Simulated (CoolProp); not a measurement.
A single-stage vapour-compression cycle with the fluid: evaporating at 309.15 K (dew point), condensing at 359.15 K (bubble point), superheat 8 K, subcooling 5 K, compressor efficiency 0.6, no pressure losses. The same conditions are run with several fluids, on thermodynamics alone (safety and materials aside).

Computed with CoolProp (reference Helmholtz-energy equation of state of each fluid (R1233zd(E): Akasaka 2022; R236EA: Rui 2013; R365MFC: Lemmon 2016; R21: Platzer 1990; R245fa: Akasaka 2015; R1224YDZ: Akasaka 2023)). The equations of Platzer and Polt are older, rougher fits.

```
fluid       cooling COP  pressure ratio  discharge temperature (K)  refrigerating effect (kJ/kg)  volumetric capacity (kJ/m³)
----------  -----------  --------------  -------------------------  ----------------------------  ---------------------------
R1233zd(E)          [?]             [?]                      377.9                           135                         1350
R236EA             2.78             [?]                      367.2                          97.0                         1820
R365MFC             [?]            4.75                      365.0                           [?]                          675
R21                3.17            3.76                        [?]                           179                         1950
R245fa             2.94            4.17                      373.2                           129                         1530
R1224YDZ            [?]             [?]                      371.6                           110                         1430
```

What belongs in the gaps?


- R1233zd(E), cooling COP: 3.04
- R1233zd(E), pressure ratio: 4.00
- R236EA, pressure ratio: 3.88
- R365MFC, cooling COP: 2.99
- R365MFC, refrigerating effect (kJ/kg): 133
- R21, discharge temperature (K): 412.1
- R1224YDZ, cooling COP: 2.93
- R1224YDZ, pressure ratio: 3.95
